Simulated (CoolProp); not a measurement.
The numbers come from the reference Helmholtz-energy equation of state, Span 1996 in CoolProp.

Give the vapour pressure (bar), liquid density (kg/m³), vapour density (kg/m³), enthalpy of vaporisation (kJ/kg) of saturated carbon dioxide at -42.45, -26.15, -1.75 °C.


```json
[
 {"T (°C)": "-42.45", "p (bar)": "9.17", "liquid density (kg/m³)": "1130", "vapour density (kg/m³)": "23.9", "enthalpy of vaporisation (kJ/kg)": "327"},
 {"T (°C)": "-26.15", "p (bar)": "16.2", "liquid density (kg/m³)": "1060", "vapour density (kg/m³)": "42.2", "enthalpy of vaporisation (kJ/kg)": "296"},
 {"T (°C)": "-1.75", "p (bar)": "33.3", "liquid density (kg/m³)": "938", "vapour density (kg/m³)": "92.4", "enthalpy of vaporisation (kJ/kg)": "236"}
]
```
